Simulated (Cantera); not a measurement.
Iron carbonyl, mercury and lead vapours: Fe(CO)5 + H2

A closed system holds: 1 mol Fe(CO)5, 43 mol H2, held at 1 atm.

Method: chemical equilibrium by Gibbs-energy minimisation in Cantera with the NASA 1993 tables (ideal gas, pure condensed phases). Candidate condensed phases: C, C6H6, C7H8, C8H18, Fe, Fe(CO)5, FeO, Fe(OH)2, Fe(OH)3, Fe2O3, Fe3O4, H2O; 114 gas species. The numbers say what is thermodynamically allowed, not how fast it happens.

From 1100 K to 1150 K the condensed part is Fe(α). From 1200 K to 1600 K the condensed part is Fe(γ).

```json
[
 {"T (K)": "1100", "x H2": "0.879", "x CO": "0.0909", "x CH4": "0.0150", "x H2O": "0.0136", "x CO2": "0.00139", "n Fe(α)": "1.00", "n Fe(γ)": "0"},
 {"T (K)": "1150", "x H2": "0.886", "x CO": "0.0962", "x CH4": "0.00907", "x H2O": "0.00831", "x CO2": "0.000759", "n Fe(α)": "1.00", "n Fe(γ)": "0"},
 {"T (K)": "1200", "x H2": "0.889", "x CO": "0.0993", "x CH4": "0.00564", "x H2O": "0.00521", "x CO2": "0.000424", "n Fe(α)": "0", "n Fe(γ)": "1.00"},
 {"T (K)": "1250", "x H2": "0.892", "x CO": "0.101", "x CH4": "0.00361", "x H2O": "0.00337", "x CO2": "0.000244", "n Fe(α)": "0", "n Fe(γ)": "1.00"},
 {"T (K)": "1300", "x H2": "0.893", "x CO": "0.102", "x CH4": "0.00239", "x H2O": "0.00224", "x CO2": "0.000146", "n Fe(α)": "0", "n Fe(γ)": "1.00"},
 {"T (K)": "1350", "x H2": "0.894", "x CO": "0.103", "x CH4": "0.00162", "x H2O": "0.00153", "x CO2": "8.98e-5", "n Fe(α)": "0", "n Fe(γ)": "1.00"},
 {"T (K)": "1400", "x H2": "0.895", "x CO": "0.103", "x CH4": "0.00113", "x H2O": "0.00108", "x CO2": "5.72e-5", "n Fe(α)": "0", "n Fe(γ)": "1.000"},
 {"T (K)": "1450", "x H2": "0.895", "x CO": "0.103", "x CH4": "0.000810", "x H2O": "0.000774", "x CO2": "3.76e-5", "n Fe(α)": "0", "n Fe(γ)": "1.000"},
 {"T (K)": "1500", "x H2": "0.895", "x CO": "0.104", "x CH4": "0.000592", "x H2O": "0.000569", "x CO2": "2.55e-5", "n Fe(α)": "0", "n Fe(γ)": "1.000"},
 {"T (K)": "1550", "x H2": "0.895", "x CO": "0.104", "x CH4": "0.000442", "x H2O": "0.000427", "x CO2": "1.77e-5", "n Fe(α)": "0", "n Fe(γ)": "1.000"},
 {"T (K)": "1600", "x H2": "0.895", "x CO": "0.104", "x CH4": "0.000335", "x H2O": "0.000326", "x CO2": "1.26e-5", "n Fe(α)": "0", "n Fe(γ)": "1.000"}
]
```
x: gas mole fraction; n: condensed amount in mol.
